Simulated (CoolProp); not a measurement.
Vapour-liquid equilibrium of ethylbenzene (1) + n-nonane (2) at 0.195 bar; x and y are mole fractions of (1).

Computed with CoolProp (multi-fluid Helmholtz-energy mixture model, Zhou 2012 and Lemmon 2006; pair parameters Bell 2016).

Q: Give the bubble temperature and the first vapour's composition at x = 0.2, 0.8, 0.95. Is there an azeotrope?

A: x = 0.2: 93.1 °C, y = 0.325; x = 0.8: 85.2 °C, y = 0.850; x = 0.95: 84.2 °C, y = 0.960. No azeotrope shows between x = 0.05 and 0.95.

The pair parameters rest on a limited set of measurements; away from them the model extrapolates.
